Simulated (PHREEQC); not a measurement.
Acid mine or pickling water: speciation

A made-up water analysis in mg/L, 95 °C, pH 3.82, pe 9.3:

```json
[
 {"constituent": "Na", "mg/L": "1960"},
 {"constituent": "K", "mg/L": "301"},
 {"constituent": "Ca", "mg/L": "6.5"},
 {"constituent": "Mg", "mg/L": "157"},
 {"constituent": "Cl", "mg/L": "334"},
 {"constituent": "S(6) as SO4", "mg/L": "4700"},
 {"constituent": "Li", "mg/L": "4.58"},
 {"constituent": "Al", "mg/L": "46.3"},
 {"constituent": "O(0) (dissolved oxygen)", "mg/L": "0.628"}
]
```

Valence states are taken as typed.

Model: ion-association model, phreeqc.dat, run in PHREEQC.

Each row changes one thing in this solution. No solid was allowed to form.

```
case                                               ionic strength (mol/kgw)  Na+ (mol/kgw)  SO4-2 (mol/kgw)  K+ (mol/kgw)  Mg+2 (mol/kgw)  HSO4- (mol/kgw)  SI of Al(OH)3(a) (Al(OH)3)  SI of Gypsum (CaSO4:2H2O)
-------------------------------------------------  ------------------------  -------------  ---------------  ------------  --------------  ---------------  --------------------------  -------------------------
as made                                                               0.126         0.0801           0.0342       0.00656         0.00152          0.00128                       -0.63                      -1.73
all concentrations times 2 at the same typed pH                         ___          0.157           0.0633        0.0124         0.00272          0.00191                       -0.53                      -1.39
temperature from 95 to 15 °C at the same typed pH                     0.138         0.0809           0.0385       0.00722         0.00349         0.000203                       -4.64                      -1.77
S(6) from 4700 to 2350 mg/L                                          0.0884            ___           0.0148       0.00709         0.00230         0.000618                       -0.34                      -1.89
```

Question: Some entries are withheld; supply them.

Answer: 
- all concentrations times 2 at the same typed pH, ionic strength (mol/kgw): 0.241
- S(6) from 4700 to 2350 mg/L, Na+ (mol/kgw): 0.0827

Species that the database lacks are ignored. Some of these states are supersaturated (in Gibbsite (slow to form), for instance). Away from 25 °C the constants follow the database's enthalpies or fits; those with neither stay at their 25 °C values.
